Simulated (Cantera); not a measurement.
Standard-state values (1 bar) from the NASA 1993 polynomials, evaluated with Cantera. Values are per mole of reaction as written; species without (g) are pure solids or liquids, kept so even where they would boil at 1 bar.

Problem. Between 1448 and 1798 K, where is each reaction favourable under standard conditions?
- 1.143 Ti + O₂(g) → 0.2857 Ti₄O₇
- 0.6667 Cr + O₂(g) → 0.6667 CrO₃(g)
- Zr + O₂(g) → ZrO₂(g)

Solution. 
- 1.143 Ti + O₂(g) → 0.2857 Ti₄O₇: ΔG° is -717 kJ at 1448 K and -658 kJ at 1798 K; it stays negative (K > 1). ΔH° is -959 kJ and ΔS° -167 J/K at 1798 K.
- 0.6667 Cr + O₂(g) → 0.6667 CrO₃(g): ΔG° is -128 kJ at 1448 K and -110 kJ at 1798 K; it stays negative (K > 1). ΔH° is -204 kJ and ΔS° -52 J/K at 1798 K.
- Zr + O₂(g) → ZrO₂(g): ΔG° is -320 kJ at 1448 K and -325 kJ at 1798 K; it stays negative (K > 1). ΔH° is -303 kJ and ΔS° 12 J/K at 1798 K.
